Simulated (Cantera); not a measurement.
Feed: 1 mol Cr, 12 mol N2O, 110 mol H2, at 0.100 bar.

Method: chemical equilibrium by Gibbs-energy minimisation in Cantera with the NASA 1993 tables (ideal gas, pure condensed phases). Candidate condensed phases: Cr, CrN, Cr2N, Cr2O3, H2O; 29 gas species. Kinetics and transport are ignored.

Which condensed phases are stable at each of these points (T (K)): 2000, 2050, 2100, 2150, 2200, 2250, 2300, 2350, 2400, 2450?


```
T (K)  condensed phases  Cr condensed (%)
-----  ----------------  ----------------
2000           Cr2O3(s)              92.2
2050           Cr2O3(s)              82.5
2100           Cr2O3(s)              63.1
2150           Cr2O3(s)              27.2
2200           gas only               0.0
2250           gas only               0.0
2300           gas only               0.0
2350           gas only               0.0
2400           gas only               0.0
2450           gas only               0.0
```

From 2000 K to 2150 K the condensed part is Cr2O3(s). From 2200 K to 2450 K nothing is condensed.
